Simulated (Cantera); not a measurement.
## Diamond growth

A diamond (100) surface in a fixed gas of H2 with x(CH4) = 0.0056, x(H) = 0.033, at 1400 K, 0.0140 bar; coverages are run to steady state.

Detailed kinetics in Cantera: the Harris–Goodwin 1993 mechanism for the reconstructed diamond (100) surface.

```json
[
 {"x(CH3)": "1e-06", "growth (µm/h)": "0.00367", "θ c6HH": "0.326", "θ c6H*": "0.0599", "θ c6*H": "0.548", "θ c6**": "0.0665", "θ c6HM": "1.08e-7"},
 {"x(CH3)": "2.8e-06", "growth (µm/h)": "0.0103", "θ c6HH": "0.326", "θ c6H*": "0.0599", "θ c6*H": "0.548", "θ c6**": "0.0665", "θ c6HM": "3.04e-7"},
 {"x(CH3)": "8.1e-06", "growth (µm/h)": "0.0297", "θ c6HH": "0.326", "θ c6H*": "0.0599", "θ c6*H": "0.548", "θ c6**": "0.0665", "θ c6HM": "8.78e-7"},
 {"x(CH3)": "2.3e-05", "growth (µm/h)": "0.0844", "θ c6HH": "0.326", "θ c6H*": "0.0599", "θ c6*H": "0.548", "θ c6**": "0.0665", "θ c6HM": "2.49e-6"},
 {"x(CH3)": "6.6e-05", "growth (µm/h)": "0.242", "θ c6HH": "0.326", "θ c6H*": "0.0599", "θ c6*H": "0.548", "θ c6**": "0.0665", "θ c6HM": "7.15e-6"},
 {"x(CH3)": "0.00019", "growth (µm/h)": "0.696", "θ c6HH": "0.326", "θ c6H*": "0.0599", "θ c6*H": "0.548", "θ c6**": "0.0664", "θ c6HM": "2.06e-5"},
 {"x(CH3)": "0.00053", "growth (µm/h)": "1.94", "θ c6HH": "0.326", "θ c6H*": "0.0599", "θ c6*H": "0.548", "θ c6**": "0.0663", "θ c6HM": "5.74e-5"},
 {"x(CH3)": "0.0015", "growth (µm/h)": "5.45", "θ c6HH": "0.326", "θ c6H*": "0.0599", "θ c6*H": "0.547", "θ c6**": "0.0658", "θ c6HM": "0.000162"},
 {"x(CH3)": "0.0043", "growth (µm/h)": "15.4", "θ c6HH": "0.326", "θ c6H*": "0.0598", "θ c6*H": "0.547", "θ c6**": "0.0646", "θ c6HM": "0.000460"}
]
```
θ: site fractions in the mechanism's names (c6HH fully hydrogenated, c6H* and c6*H radical sites, c6** diradical, c6HM methylated).
